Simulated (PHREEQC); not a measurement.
## Brine (model solution)

Solution (5 °C): 0.23 mol Na2SO4, 0.315 mol MgSO4 and 1.1 mol MgCl2 per kg of water. Closed to the air; pH follows from the charge balance.

Model: Pitzer model, pitzer.dat, run in PHREEQC.

No solid was allowed to form.

Q: Estimate the activity of water, osmotic coefficient.

A: activity of water 0.907; osmotic coefficient 1.170.

Species that the database lacks are ignored. Away from 25 °C the constants follow the database's enthalpies or fits; those with neither stay at their 25 °C values.
